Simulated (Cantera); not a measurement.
Feed: 1 mol C3H6, a varied amount of H2O, 45 mol N2, at 575 K and 27000 Torr.

These are equilibrium values from Cantera (NASA tables, ideal gas, pure condensed phases), not measurements of a reactor. Candidate condensed phases: C, C6H6, C7H8, C8H18, H2O; 136 gas species. The ideal-gas law is rough above about 30 bar. Kinetics and transport are ignored.

### Question
At 1 mol H2O, list the 5 most abundant gas species with their mole fractions, and the condensed phases.

### Answer
N2 0.946, CH4 0.0316, H2O 0.0185, H2 0.00213, CO2 0.00127. Condensed: C(graphite).
